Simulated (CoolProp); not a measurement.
Properties of octamethyltrisiloxane (MDM) along the isobar 2.39 bar (Tc = 565.4 K, pc = 14.38 bar, ω = 0.528).

The numbers come from the reference Helmholtz-energy equation of state, Thol 2017 in CoolProp.

| T (K) | phase | density (kg/m³) | cp (kJ/(kg K)) | isothermal compressibility (1/MPa) |
|---|---|---|---|---|
| 308.4 | liquid | (withheld) | 1.806 | 0.001925 |
| 338.2 | liquid | 774.7 | 1.879 | 0.002523 |
| 368.1 | liquid | 742.9 | 1.956 | 0.003402 |
| 398 | liquid | 709.2 | 2.035 | 0.004761 |
| 427.8 | liquid | (withheld) | (withheld) | 0.007021 |
| 457.7 | liquid | 632.6 | 2.207 | 0.01127 |
| 487.6 | gas | 15.64 | 1.950 | 4.758 |
| 517.5 | gas | 14.34 | 2.006 | 4.602 |
| 547.3 | gas | 13.31 | 2.062 | 4.501 |

**Question.** Fill in the missing entries.

**Answer.** 
- 308.4, density (kg/m³): 805.3
- 427.8, density (kg/m³): 673.1
- 427.8, cp (kJ/(kg K)): 2.117
